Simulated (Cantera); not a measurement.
Input: 1 mol Si, 2.4 mol CO₂, 2.9 mol N₂, at 9.60 Pa.

Equilibrium computed with Cantera from the NASA thermochemical tables; the gas is ideal and each condensed phase is pure. Candidate condensed phases: C, Si, SiC, SiO₂, Si₂N₂O, Si₃N₄; 34 gas species. The tables hold silica as quartz up to 1696 K and as liquid above; real silica turns to tridymite and cristobalite and melts near 1996 K. Kinetics and transport are ignored.

Q: Which condensed phases are stable at each of these points (T (°C)): 702, 777, 852, 927, 1002, 1077, 1152, 1227, 1302, 1377, 1452?

A: 
```csv
T (°C),condensed phases,Si condensed (%)
702,SiO₂(β-quartz),100.0
777,SiO₂(β-quartz),100.0
852,SiO₂(β-quartz),100.0
927,SiO₂(β-quartz),100.0
1002,SiO₂(β-quartz),100.0
1077,SiO₂(β-quartz),100.0
1152,SiO₂(β-quartz),100.0
1227,SiO₂(β-quartz),100.0
1302,SiO₂(β-quartz),99.9
1377,SiO₂(β-quartz),99.3
1452,SiO₂(condensed),96.6
```

From 702 °C to 1377 °C the condensed part is SiO₂(β-quartz). At 1452 °C the condensed part is SiO₂(condensed).
